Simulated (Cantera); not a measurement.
A closed system holds: 1 mol CuO, 6 mol C, 1.6 mol CO, held at 2302 °C and 0.0170 bar.

Cantera equilibrium calculation (NASA polynomials, part measured and part estimated; ideal gas, pure solids and liquids). Rates play no part.

```json
[
 {"species": "CO", "before": "0.722", "after": "1.000"},
 {"species": "CO2", "before": "2.81e-8", "after": "0.000330"},
 {"species": "Cu", "before": "0.278", "after": "6.83e-7"},
 {"species": "C3", "before": "9.07e-5", "after": "<1e-9"},
 {"species": "Cu2", "before": "8.91e-5", "after": "<1e-9"},
 {"species": "C", "before": "2.66e-5", "after": "<1e-9"},
 {"species": "C(graphite), mol", "before": "5.00", "after": "5.00"},
 {"species": "Cu(s), mol", "before": "0", "after": "1.000"}
]
```
Gas species are given as mole fractions.

Name the change that produced these shifts.
A. pressure from 0.0170 bar to 0.370 bar
B. C from 6 to 0.87 mol
C. temperature from 2302 °C to 925 °C
D. temperature from 2302 °C to 1627 °C

C, temperature from 2302 °C to 925 °C
